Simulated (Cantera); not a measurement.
A closed system holds: 1 mol Pb, 0.09 mol H2O, 3.7 mol N2, equilibrated at 1.33 mbar.

These are equilibrium values from Cantera (NASA tables, ideal gas, pure condensed phases), not measurements of a reactor. Candidate condensed phases: H2O, Pb, PbO, PbO2, Pb3O4; 27 gas species. Equilibrium is a limit: real reactors are often held back by kinetics, nucleation or transport. All values below are at 1198 K.

Base state: N2 0.772, Pb 0.208, H2O 0.0184, PbO 0.000349, H2 0.000349 (mole fractions); condensed: gas only.

Task: What changes in the equilibrium state with this change: pressure from 1.33 mbar to 0.120 bar?

Result: 
| species | before | after |
|---|---|---|
| N2 | 0.772 | 0.971 |
| H2O | 0.0184 | 0.0236 |
| Pb | 0.208 | 0.00520 |
| PbO | 0.000349 | 6.22e-5 |
| H2 | 0.000349 | 6.22e-5 |
| Pb(l), mol | 0 | 0.980 |
